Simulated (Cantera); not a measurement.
Input: 1 mol Fe, 0.078 mol CO2, 1.4 mol H2, equilibrated at 1727 °C.

Cantera equilibrium calculation (NASA polynomials, part measured and part estimated; ideal gas, pure solids and liquids). Candidate condensed phases: C, C6H6, C7H8, C8H18, Fe, Fe(CO)5, FeO, Fe(OH)2, Fe(OH)3, Fe2O3, Fe3O4, H2O; 114 gas species. The numbers say what is thermodynamically allowed, not how fast it happens.

**Question.** Which condensed phases are stable at each of these points (P (Pa)): 10, 48, 230, 1100, 5500, 26000, 130000, 620000, 3000000?

**Answer.** 
```
P (Pa)   condensed phases  Fe condensed (%)
-------  ----------------  ----------------
10               gas only               0.0
48               gas only               0.0
230                 Fe(l)              71.6
1100                Fe(l)              94.9
5500                Fe(l)              99.0
26000               Fe(l)              99.8
130000              Fe(l)             100.0
620000              Fe(l)             100.0
3000000             Fe(l)             100.0
```

From 10.0 Pa to 48.0 Pa nothing is condensed. From 2.30 mbar to 30.0 bar the condensed part is Fe(l).
